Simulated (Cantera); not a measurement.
Silicon epitaxy and polysilicon growth: Si2Cl6 + Cl2 + N2

Feed: 1 mol Si2Cl6, 0.025 mol Cl2, 52 mol N2.

These are equilibrium values from Cantera (NASA tables, ideal gas, pure condensed phases), not measurements of a reactor. Candidate condensed phases: Si, Si3N4; 13 gas species. The feed counts by its element totals alone. N2 is the only nitrogen source here; it is nearly inert below about 1500 K, so the nitride shown seldom forms there in practice. The tables' values for SiCl3 are old estimates. Equilibrium is a limit: real reactors are often held back by kinetics, nucleation or transport.

Stable condensed phases:

```
T in °C \ P in Pa
            100    350   1300   4500  16000  56000 200000
   1450       A      A      A      A      A      A      A
   1375       A      A      A      A      A      A      B
   1300       A      A      A      A      A      B      B
   1225       A      A      A      A      B      B      B
   1150       A      A      A      B      B      B      B
   1075       A      A      B      B      B      B      B
   1000       B      B      B      B      B      B      B
    925       B      B      B      B      B      B      B
    850       B      B      B      B      B      B      B
    775       B      B      B      B      B      B      B
    700       B      B      B      B      B      B      B
    625       B      B      B      B      B      B      B
    550       B      B      B      B      B      B      B
```

A: gas only; B: Si3N4.
